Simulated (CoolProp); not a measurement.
Computed with CoolProp (reference Helmholtz-energy equation of state, Thol 2017).

Task: Give the vapour pressure (MPa), liquid density (kg/m³), vapour Z of saturated octamethyltrisiloxane (MDM) at 446.9 K.

Result: 
| T (K) | p (MPa) | liquid density (kg/m³) | vapour Z |
|---|---|---|---|
| 446.9 | 0.171 | 647 | 0.892 |
